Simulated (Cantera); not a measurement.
Equilibrium for chlorosilane synthesis and conversion: SiCl₄ + HCl + H₂

A closed system holds: 1 mol SiCl₄, 1.4 mol HCl, 20 mol H₂, equilibrated at 775 K and 1.00 bar.

Equilibrium computed with Cantera from the NASA thermochemical tables; the gas is ideal and each condensed phase is pure. Candidate condensed phases: Si; 19 gas species. Equilibrium is a limit: real reactors are often held back by kinetics, nucleation or transport.

x(H₂): 0.892
x(HCl): 0.0629
x(SiCl₄): 0.0442
x(SiHCl₃): 0.000406
gas amount: 22.40 mol
log10 activity of Si(s) (absent): -7.62
